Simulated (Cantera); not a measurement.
Charge: 1 mol Si, 0.019 mol N₂O, 520 mol N₂, 0.28 mol H₂O.

Equilibrium computed with Cantera from the NASA thermochemical tables; the gas is ideal and each condensed phase is pure. Candidate condensed phases: H₂O, Si, SiO₂, Si₂N₂O, Si₃N₄; 35 gas species. Mutual solubility and eutectic melting of coexisting phases are not modelled. Rates play no part.

Q: What condenses at these points (T in K, P in Pa): (1950, 1000000); (1900, 2400); (1950, 130000); (1800, 0.75); (1650, 5.6); (1550, 5.6); (1650, 130000)?

A: 
```
T (K)  P in Pa  condensed phases  Si condensed (%)
-----  -------  ----------------  ----------------
1950   1000000    Si₂N₂O + Si₃N₄              96.9
1900      2400                Si              36.5
1950    130000             Si₃N₄              69.9
1800      0.75          gas only               0.0
1650       5.6          gas only               0.0
1550       5.6                Si              38.0
1650    130000    Si₂N₂O + Si₃N₄              99.9
```
